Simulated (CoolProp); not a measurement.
Values from CoolProp's reference Helmholtz-energy equation of state, Thol 2019.

For n-pentane, give the phase and the density (kg/m³), cp (kJ/(kg K)), speed of sound (m/s), Joule-Thomson coefficient (K/MPa) at 111.65 °C and 36.3 bar; 346.85 °C and 36.3 bar.


- 111.65 °C and 36.3 bar: liquid; density 532, cp 2.76, speed of sound 644, Joule-Thomson coefficient -0.0506
- 346.85 °C and 36.3 bar: supercritical; density 58.8, cp 3.13, speed of sound 241, Joule-Thomson coefficient 3.86
